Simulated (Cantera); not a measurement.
A Cantera script and what it prints.

```python
import numpy as np
import cantera as ct

gas_names = """
    H HNO HNO2 HNO3 HO2 H2 H2O H2O2 N NH NH2 NH3 NH2OH NO NO2 NO3 N2 N2H2 N2H4 N2O O OH O2 O3 Si SiH
    SiH2 SiH3 SiH4 SiN SiO SiO2 Si2 Si2N Si3
""".split()
cond_names = """
    H2O(s) H2O(L) Si(cr) Si(L) SiO2(Lqz) SiO2(hqz) SiO2(L) Si2N2O(s) Si3N4(a)
""".split()


# ... load() reads the species with a 1 bar reference pressure and builds the phases ...
atoms = {
    'Si2H6': {'Si': 2, 'H': 6},
    'O2': {'O': 2},
    'N2': {'N': 2},
    'H2O': {'H': 2, 'O': 1},
}
top_T = {'Si2N2O(s)': 2100, 'Si3N4(a)': 2400}  # K; cautious upper limits of use, not melting points


# ... equilibrate(T, P, feed) seeds the gas with the atoms and calls Mixture.equilibrate('TP', solver="vcs", rtol=1e-11, max_steps=5000) ...
results = []
feed = {'Si2H6': 1, 'O2': 1.8, 'N2': 180, 'H2O': 18}  # mol
P = 1333.22  # Pa
for T in [1048, 1198, 1348, 1498, 1648, 1798, 1948]:
    mix = equilibrate(T, P, feed)
    results.append((T, P, feed, dict(zip(mix.species_names, mix.species_moles))))

top = {s: max(r[3][s] / sum(r[3][g] for g in gas_names) for r in results) for s in gas_names}
cols = sorted((s for s in top if top[s] > 1e-06), key=lambda s: -top[s])[:9]
seen = [c for c in cond_names if any(r[3].get(c, 0) > 1e-12 for r in results)]
print("log10 of partial pressures in bar; condensed amounts in mol")
print(f"{'T/K':>10s}" + "".join(f"{s[:9]:>10s}" for s in cols + seen))
for T, P, feed, n in results:
    ng = sum(n[g] for g in gas_names)
    print(f"{T:10.4g}" + "".join(f"{np.log10(max(n[s] / ng * P / 1e5, 1e-99)):10.3f}" for s in cols)
          + "".join(f"{n.get(c, 0):10.4g}" for c in seen))
```

It prints:

```
log10 of partial pressures in bar; condensed amounts in mol
       T/K        N2       H2O        H2         H        OH       SiO        NO        O2         O SiO2(hqz)   SiO2(L)
      1048    -1.923    -2.933    -3.647    -9.935   -11.723   -17.689   -13.608   -17.502   -17.950         2         0
      1198    -1.923    -2.933    -3.647    -8.544    -9.933   -14.261   -11.486   -14.400   -14.819         2         0
      1348    -1.923    -2.933    -3.647    -7.459    -8.538   -11.611    -9.833   -11.981   -12.380         2         0
      1498    -1.923    -2.933    -3.647    -6.588    -7.421    -9.505    -8.508   -10.041   -10.424         2         0
      1648    -1.923    -2.933    -3.648    -5.874    -6.507    -7.794    -7.422    -8.450    -8.822         2         0
      1798    -1.923    -2.934    -3.650    -5.278    -5.744    -6.392    -6.515    -7.121    -7.483         0     1.994
      1948    -1.924    -2.936    -3.659    -4.776    -5.097    -5.228    -5.743    -5.984    -6.344         0     1.909
```

These are equilibrium values from Cantera (NASA tables, ideal gas, pure condensed phases), not measurements of a reactor. The feed counts by its element totals alone. The tables hold silica as quartz up to 1696 K and as liquid above; real silica turns to tridymite and cristobalite and melts near 1996 K.
